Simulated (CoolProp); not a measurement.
Vapour-liquid equilibrium of R22 (1) + R134a (2) at 1.01 MPa; x and y are mole fractions of (1).

Model: multi-fluid Helmholtz-energy mixture model, Kamei 1995 and Tillner-Roth 1994; pair parameters Bell 2016, in CoolProp.

```tsv
x	bubble temperature (°C)	y at the bubble point	dew temperature at overall composition x (°C)	liquid density (mol/L)
0.05	…	0.073	38.9	11.37
0.2	…	0.268	36.5	11.72
0.35	32.6	0.436	34.0	12.08
0.5	30.2	0.585	31.6	12.45
0.65	28.0	0.719	29.1	12.84
0.8	26.1	…	…	13.24
0.95	24.3	…	24.5	13.68
```

### Question
Fill in the missing entries.

### Answer

- 0.05, bubble temperature (°C): 38.6
- 0.2, bubble temperature (°C): 35.4
- 0.8, y at the bubble point: 0.843
- 0.8, dew temperature at overall composition x (°C): 26.7
- 0.95, y at the bubble point: 0.962

No azeotrope shows between x = 0.05 and 0.95.

The pair parameters rest on a limited set of measurements; away from them the model extrapolates.
